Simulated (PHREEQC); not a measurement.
Synthetic water in mmol/kgw, 25 °C, pH 6.68, pe 12.8:

| constituent | mmol/kgw |
|---|---|
| Na | 8.62 |
| K | 5.45 |
| Ca | 0.931 |
| Mg | 0.126 |
| Cl | 5.46 |
| S(6) | 2.18 |
| Alkalinity (meq/kgw) | 6.04 |
| Si | 0.421 |
| Br | 0.00337 |
| Sr | 0.0643 |
| B | 0.327 |
| F | 0.0048 |

Valence states are taken as typed.

All values are PHREEQC results (ion-association model, wateq4f.dat), not measurements.

Each row changes one thing in this solution. No solid was allowed to form.

| case | Ca+2 (mol/kgw) | Mg+2 (mol/kgw) | Sr+2 (mol/kgw) | H3SiO4- (mol/kgw) | MgOH+ (mol/kgw) | CaOH+ (mol/kgw) | SI of Chalcedony (SiO2) |
|---|---|---|---|---|---|---|---|
| as made | 0.000786 | 0.000105 | 5.40e-5 | 3.41e-7 | 1.24e-9 | 4.23e-10 | +0.18 |
| Si from 0.421 to 1.26 mmol/kgw | 0.000786 | 0.000105 | 5.40e-5 | 1.02e-6 | 1.24e-9 | 4.23e-10 | +0.65 |
| Ca from 0.931 to 0.466 mmol/kgw | 0.000392 | 0.000104 | 5.38e-5 | 3.41e-7 | 1.24e-9 | 2.12e-10 | +0.18 |

Some of these states are supersaturated (in Quartz (slow to form), Chalcedony (slow to form), for instance). SiF6-2 is the database's only silicon fluoride. Real BF4- forms and hydrolyses slowly; the run takes it at equilibrium.
